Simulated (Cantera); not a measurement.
An isothermal, constant-pressure homogeneous reactor starts with CO : O₂ : H₂O : N₂ = 0.0042 : 0.0025 : 0.00039 : 1 (molar parts), equivalence ratio 0.84, at 1023 K and 0.132 atm. Integrator tolerance rtol = 1e-08.

Model: GRI-Mech 3.0 (53 species, 325 reactions), integrated in Cantera.

Task: What does this change do: temperature 1023 to 1125 K?

Result: 
| quantity | before | after |
|---|---|---|
| x(CO) at 3.00 s | 0.000173 (gas-phase equilibrium 7.56e-11) | 7.46e-5 (gas-phase equilibrium 1.54e-9) |
| x(O₂) at 3.00 s | 0.000485 (gas-phase equilibrium 0.000397) | 0.000434 (gas-phase equilibrium 0.000395) |
| x(H₂O) at 3.00 s | 0.000373 (gas-phase equilibrium 0.000388) | 0.000378 (gas-phase equilibrium 0.000388) |
| x(OH) at 3.00 s | 2.68e-6 (gas-phase equilibrium 3.85e-9) | 3.73e-6 (gas-phase equilibrium 2.17e-8) |
| x(NO₂) at 3.00 s | 2.79e-11 (gas-phase equilibrium 1.43e-9) | 1.06e-10 (gas-phase equilibrium 2.04e-9) |

Task: What does this change do: 0.0034 parts H2 added?

Result: 
| quantity | before | after |
|---|---|---|
| x(CO) at 3.00 s | 0.000173 (gas-phase equilibrium 7.56e-11) | 0.00124 (gas-phase equilibrium 0.00124) |
| x(O₂) at 3.00 s | 0.000485 (gas-phase equilibrium 0.000397) | 1.37e-8 (gas-phase equilibrium <1e-12) |
| x(H₂O) at 3.00 s | 0.000373 (gas-phase equilibrium 0.000388) | 0.00242 (gas-phase equilibrium 0.00242) |
| x(OH) at 3.00 s | 2.68e-6 (gas-phase equilibrium 3.85e-9) | 2.63e-7 (gas-phase equilibrium 1.99e-12) |
| x(NO₂) at 3.00 s | 2.79e-11 (gas-phase equilibrium 1.43e-9) | <1e-12 (gas-phase equilibrium <1e-12) |
Radical loss at walls, strong at low pressure, is not modelled.
